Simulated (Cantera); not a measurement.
Input (Python, Cantera) and output of one run.

```python
import numpy as np
import cantera as ct

gas_names = """
    CL CL2 H HCL H2 Si SiCL SiCL2 SiCL3 SiCL4 SiH SiHCL3 SiH2 SiH2CL2 SiH3 SiH3CL SiH4 Si2 Si3
""".split()
cond_names = """
    Si(cr) Si(L)
""".split()


# ... load() reads the species with a 1 bar reference pressure and builds the phases ...
atoms = {
    'SiH2Cl2': {'Si': 1, 'H': 2, 'CL': 2},
    'HCl': {'H': 1, 'CL': 1},
    'H2': {'H': 2},
    'Cl2': {'CL': 2},
}
top_T = {}  # K; cautious upper limits of use, not melting points


# ... equilibrate(T, P, feed) seeds the gas with the atoms and calls Mixture.equilibrate('TP', solver="vcs", rtol=1e-11, max_steps=5000) ...
results = []
feed = {'SiH2Cl2': 1, 'HCl': 3.2, 'H2': 48, 'Cl2': 0.0042}  # mol
T = 1098.15  # K
P = 390  # Pa
mix = equilibrate(T, P, feed)
results.append((T, P, feed, dict(zip(mix.species_names, mix.species_moles))))
print(gas.report(threshold=1e-06))
for i in range(1, mix.n_phases):
    print(f"{mix.phase(i).name:16s} {mix.phase_moles(i):12.5e} mol")
```

Result:

```
       temperature   1098.2 K
          pressure   390 Pa
           density   0.00025113 kg/m^3
  mean mol. weight   5.8793 kg/kmol
   phase of matter   gas

                          1 kg             1 kmol
                     ---------------   ---------------
          enthalpy        2.1748e+06        1.2786e+07  J
   internal energy        6.2181e+05        3.6558e+06  J
           entropy             38175        2.2444e+05  J/K
    Gibbs function       -3.9747e+07       -2.3369e+08  J
 heat capacity c_p            5370.1             31572  J/K
 heat capacity c_v            3955.9             23258  J/K

                      mass frac. Y      mole frac. X     chem. pot. / RT
                     ---------------   ---------------   ---------------
               HCL           0.31396           0.05063            -43.16
                H2           0.32015           0.93365           -23.359
             SiCL2          0.093844         0.0055739           -66.823
             SiCL3          0.037187         0.0016263           -98.303
             SiCL4           0.19261         0.0066659           -129.78
            SiHCL3          0.041252         0.0017907           -109.98
           SiH2CL2        0.00098875        5.7555e-05           -90.181
     [  +12 minor]        5.7582e-06        8.9713e-07

Si(cr)            1.71633e-01 mol
```

Cantera equilibrium calculation (NASA polynomials, part measured and part estimated; ideal gas, pure solids and liquids). The tables' values for SiCl3 are old estimates; treat these amounts as uncertain.
